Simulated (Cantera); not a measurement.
An isothermal, constant-pressure homogeneous reactor starts with C2H6 : N2 = 1 : 32 (molar parts), at 1325 K and 0.000109 atm. Integrator tolerance rtol = 1e-08.

Cantera simulation using GRI-Mech 3.0 (53 species, 325 reactions); the numbers are that mechanism's predictions, not measurements. GRI-Mech 3.0 stops at C3 and has no aromatics, soot or wall deposition, so with more carbon than oxygen in the feed, carbon stays in small species such as C2H2 where larger ones or solid carbon would form. Radical loss at walls, strong at low pressure, is not modelled.

Task: What does this change do: N2 32 to 13 parts?

Result: 
| quantity | before | after |
|---|---|---|
| x(C2H6) at 80.0 s | 4.66e-7 (gas-phase equilibrium <1e-12) | 8.26e-7 (gas-phase equilibrium <1e-12) |
| x(C2H) at 80.0 s | 4.54e-9 (gas-phase equilibrium 3.41e-9) | 3.25e-9 (gas-phase equilibrium 7.43e-9) |
| x(C2H2) at 80.0 s | 0.0221 (gas-phase equilibrium 0.00946) | 0.0439 (gas-phase equilibrium 0.0305) |
| x(HCN) at 80.0 s | 4.91e-7 (gas-phase equilibrium 0.0382) | 2.07e-7 (gas-phase equilibrium 0.0641) |
| x(H2) at 80.0 s | 0.0413 (gas-phase equilibrium 0.0571) | 0.0809 (gas-phase equilibrium 0.125) |
| x(C2H4) at 80.0 s | 0.00196 (gas-phase equilibrium 1.22e-7) | 0.00696 (gas-phase equilibrium 8.57e-7) |

Task: What does this change do: N2 32 to 19 parts?

Result: 
```csv
quantity,before,after
x(C2H6) at 80.0 s,4.66e-7 (gas-phase equilibrium <1e-12),6.57e-7 (gas-phase equilibrium <1e-12)
x(C2H) at 80.0 s,4.54e-9 (gas-phase equilibrium 3.41e-9),3.73e-9 (gas-phase equilibrium 5.48e-9)
x(C2H2) at 80.0 s,0.0221 (gas-phase equilibrium 0.00946),0.0332 (gas-phase equilibrium 0.0191)
x(HCN) at 80.0 s,4.91e-7 (gas-phase equilibrium 0.0382),2.99e-7 (gas-phase equilibrium 0.0526)
x(H2) at 80.0 s,0.0413 (gas-phase equilibrium 0.0571),0.0616 (gas-phase equilibrium 0.0909)
x(C2H4) at 80.0 s,0.00196 (gas-phase equilibrium 1.22e-7),0.00415 (gas-phase equilibrium 3.92e-7)
```
